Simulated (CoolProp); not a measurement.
Values from CoolProp's reference Helmholtz-energy equation of state, Akasaka 2020.

Task: Give the vapour pressure (MPa), vapour density (kg/m³), liquid cp (kJ/(kg K)) of saturated R1123 at 273.6 K.

Result: 
```json
[
 {"T (K)": "273.6", "p (MPa)": "1.10", "vapour density (kg/m³)": "49.0", "liquid cp (kJ/(kg K))": "1.49"}
]
```
